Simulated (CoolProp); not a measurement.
Vapour-liquid equilibrium of hydrogen sulfide (1) + benzene (2) at 317.7 K; x and y are mole fractions of (1).

Model: multi-fluid Helmholtz-energy mixture model, Lemmon 2006 and Thol 2012; pair parameters Bell 2016, in CoolProp.

| x | bubble pressure (MPa) | y at the bubble point | dew pressure at overall composition x (MPa) | liquid density (mol/L) |
|---|---|---|---|---|
| 0.05 | 0.1618 | 0.821 | 0.03085 | 11.24 |
| 0.125 | 0.3574 | 0.921 | 0.03350 | 11.77 |
| 0.2 | 0.5528 | 0.951 | 0.03664 | 12.33 |
| 0.275 | 0.7512 | 0.965 | 0.04043 | 12.94 |
| 0.35 | 0.9551 | 0.974 | 0.04509 | 13.59 |
| 0.425 | 1.167 | 0.980 | 0.05095 | 14.29 |
| 0.5 | 1.387 | 0.984 | 0.05856 | 15.05 |
| 0.575 | 1.618 | 0.988 | 0.06883 | 15.87 |
| 0.65 | 1.860 | 0.990 | 0.08345 | 16.74 |
| 0.725 | 2.113 | 0.993 | 0.1060 | 17.68 |
| 0.8 | 2.378 | 0.995 | 0.1450 | 18.66 |
| 0.875 | 2.656 | 0.997 | 0.2296 | 19.67 |
| 0.95 | 2.951 | 0.999 | 0.5468 | 20.64 |

No azeotrope shows between x = 0.05 and 0.95.

The pair parameters rest on a limited set of measurements; away from them the model extrapolates.
